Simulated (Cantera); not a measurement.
Source: NASA polynomial tables (part measured, part estimated), evaluated in Cantera. Values are per mole of reaction as written; species without (g) are pure solids or liquids, kept so even where they would boil at 1 bar.

H₂O(g) + V₂O₄ → V₂O₅ + H₂(g), with ΔH° = 118.4 kJ and ΔS° = -31.0 J/K at 300 K.

Question: How far is the shortcut ΔG° ≈ ΔH°(300 K) − T·ΔS°(300 K) from the full temperature-dependent value at 573, 723, 873, 1023, 1173, 1323, 1473, 1623, 1773, 1923 K?

Answer: 
```csv
T (K),shortcut (kJ),full (kJ),difference (kJ),difference in log10 K,condensed phases
573,136.2,141.3,-5.1,0.47,"V₂O₄(s), V₂O₅(s)"
723,140.9,148.6,-7.7,0.56,"V₂O₄(s), V₂O₅(s)"
873,145.5,155.5,-10.0,0.60,"V₂O₄(s), V₂O₅(s)"
1023,150.2,156.6,-6.4,0.33,"V₂O₄(s), V₂O₅(l)"
1173,154.8,152.5,2.4,-0.10,"V₂O₄(s), V₂O₅(l)"
1323,159.5,148.1,11.4,-0.45,"V₂O₄(s), V₂O₅(l)"
1473,164.1,143.6,20.6,-0.73,"V₂O₄(s), V₂O₅(l)"
1623,168.8,139.0,29.8,-0.96,"V₂O₄(s), V₂O₅(l)"
1773,173.4,134.4,39.1,-1.15,"V₂O₄(s), V₂O₅(l)"
1923,178.1,136.4,41.7,-1.13,"V₂O₄(l), V₂O₅(l)"
```
The shortcut ignores heat capacities and the phase changes listed.
